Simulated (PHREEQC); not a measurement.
Dissolve 0.11 mol/kgw HCl and 0.00014 mol/kgw Li2SO4 at 25 °C. Closed to the air; pH follows from the charge balance.

Model: ion-association model, phreeqc.dat, run in PHREEQC.

Task: The ionic strength comes out as 0.110 mol/kgw. What activity coefficients do SO4-2, HSO4-, Cl-, H+, Li+ get?

Result: SO4-2 0.36, HSO4- 0.78, Cl- 0.76, H+ 0.82, Li+ 0.79.

This is a speciation only: nothing precipitates in the calculation.
